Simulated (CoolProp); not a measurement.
Vapour-liquid equilibrium of isohexane (1) + benzene (2) at 75.75 °C; x and y are mole fractions of (1).

Model: multi-fluid Helmholtz-energy mixture model, Lemmon 2006 and Thol 2012; pair parameters Bell 2016, in CoolProp.

**Question.** Give the bubble pressure and the first vapour's composition at x = 0.15, 0.25, 0.85. Is there an azeotrope?

**Answer.** x = 0.15: 0.1121 MPa, y = 0.311; x = 0.25: 0.1226 MPa, y = 0.426; x = 0.85: 0.1568 MPa, y = 0.881. No azeotrope shows between x = 0.05 and 0.95.

The pair parameters rest on a limited set of measurements; away from them the model extrapolates.
